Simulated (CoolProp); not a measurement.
Properties of cyclohexane along the isotherm 620 K.

Model: reference Helmholtz-energy equation of state, Zhou 2014, in CoolProp.

```csv
p (bar),phase,Z,expansivity (1/kK)
13.6,gas,0.9174,2.122
27.2,gas,0.8262,2.963
40.8,gas,[?],4.489
54.4,supercritical,0.6090,7.523
68,supercritical,0.4970,11.32
81.6,supercritical,0.4432,9.966
95.2,supercritical,[?],7.254
109,supercritical,0.4599,5.476
122,supercritical,0.4856,4.460
136,supercritical,0.5170,[?]
150,supercritical,0.5504,3.266
163,supercritical,0.5821,2.936
177,supercritical,0.6169,2.662
190,supercritical,0.6493,2.461
204,supercritical,0.6843,[?]
```

Fill in the missing entries.


- 40.8, Z: 0.7240
- 95.2, Z: 0.4409
- 136, expansivity (1/kK): 3.751
- 204, expansivity (1/kK): 2.284
